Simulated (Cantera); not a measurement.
Charge: 1 mol Zr, a varied amount of O2, 28 mol H2, 4.8 mol N2, equilibrated at 2623.15 K and 1.00 Torr.

These are equilibrium values from Cantera (NASA tables, ideal gas, pure condensed phases), not measurements of a reactor. Candidate condensed phases: H2O, Zr, ZrN, ZrO2; 28 gas species. ZrN: taken at fixed stoichiometry. Condensed phases not in the tables: solid solutions among these carbides, nitrides and lower oxides. The numbers say what is thermodynamically allowed, not how fast it happens.

**Question.** What share of the Zr ends up in condensed phases as a function of n(O2) (mol), at 0.24, 0.34, 0.44, 0.54, 0.64, 0.75, 0.85, 0.95, 1, 1.2, 1.3, 1.4, 1.5?

**Answer.** 
| n(O2) (mol) | Zr condensed (%) | as |
|---|---|---|
| 0.24 | 40.6 | ZrN(s) |
| 0.34 | 20.7 | ZrN(s) |
| 0.44 | 0.8 | ZrN(s) |
| 0.54 | 0.0 | - |
| 0.64 | 18.0 | ZrO2(s) |
| 0.75 | 38.8 | ZrO2(s) |
| 0.85 | 56.8 | ZrO2(s) |
| 0.95 | 72.2 | ZrO2(s) |
| 1 | 78.0 | ZrO2(s) |
| 1.2 | 88.0 | ZrO2(s) |
| 1.3 | 89.4 | ZrO2(s) |
| 1.4 | 90.2 | ZrO2(s) |
| 1.5 | 90.7 | ZrO2(s) |
